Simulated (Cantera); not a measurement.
An adiabatic, constant-pressure homogeneous reactor starts with H2 : O2 : N2 : H2O = 1 : 0.694 : 2.61 : 0.41 (molar parts), at 1450 K and 6.10 bar. Integrator tolerance rtol = 1e-08.

Model: the H2/O2 subset of GRI-Mech 3.0, which has no nitrogen chemistry, integrated in Cantera. The hydrogen kinetics of GRI-Mech 3.0 are dated; newer H2 mechanisms differ, most at raised pressure.

What does this change do: initial temperature 1450 to 1100 K?


| quantity | before | after |
|---|---|---|
| time of steepest temperature rise | 3.55 µs | 1.68 ms |
| temperature at 2.00 s | 2708 K | 2487 K |
| equilibrium temperature | 2708 K | 2487 K |
| x(H2) at 2.00 s | 0.00907 (gas-phase equilibrium 0.00907) | 0.00350 (gas-phase equilibrium 0.00350) |
| x(O2) at 2.00 s | 0.0439 (gas-phase equilibrium 0.0439) | 0.0444 (gas-phase equilibrium 0.0444) |
| x(H2O) at 2.00 s | 0.310 (gas-phase equilibrium 0.310) | 0.324 (gas-phase equilibrium 0.324) |
| x(H2O2) at 2.00 s | 1.71e-6 (gas-phase equilibrium 1.71e-6) | 1.15e-6 (gas-phase equilibrium 1.15e-6) |
| x(H) at 2.00 s | 0.00227 (gas-phase equilibrium 0.00227) | 0.000574 (gas-phase equilibrium 0.000574) |
| x(O) at 2.00 s | 0.00318 (gas-phase equilibrium 0.00318) | 0.00117 (gas-phase equilibrium 0.00117) |

What does this change do: pressure from 6.10 bar to 1.01 bar?


```json
[
 {"quantity": "time of steepest temperature rise", "before": "3.55 µs", "after": "17.3 µs"},
 {"quantity": "temperature at 2.00 s", "before": "2708 K", "after": "2620 K"},
 {"quantity": "equilibrium temperature", "before": "2708 K", "after": "2620 K"},
 {"quantity": "x(H2) at 2.00 s", "before": "0.00907 (gas-phase equilibrium 0.00907)", "after": "0.0146 (gas-phase equilibrium 0.0146)"},
 {"quantity": "x(O2) at 2.00 s", "before": "0.0439 (gas-phase equilibrium 0.0439)", "after": "0.0449 (gas-phase equilibrium 0.0449)"},
 {"quantity": "x(H2O) at 2.00 s", "before": "0.310 (gas-phase equilibrium 0.310)", "after": "0.299 (gas-phase equilibrium 0.299)"},
 {"quantity": "x(H2O2) at 2.00 s", "before": "1.71e-6 (gas-phase equilibrium 1.71e-6)", "after": "5.75e-7 (gas-phase equilibrium 5.75e-7)"},
 {"quantity": "x(H) at 2.00 s", "before": "0.00227 (gas-phase equilibrium 0.00227)", "after": "0.00504 (gas-phase equilibrium 0.00504)"},
 {"quantity": "x(O) at 2.00 s", "before": "0.00318 (gas-phase equilibrium 0.00318)", "after": "0.00540 (gas-phase equilibrium 0.00540)"}
]
```
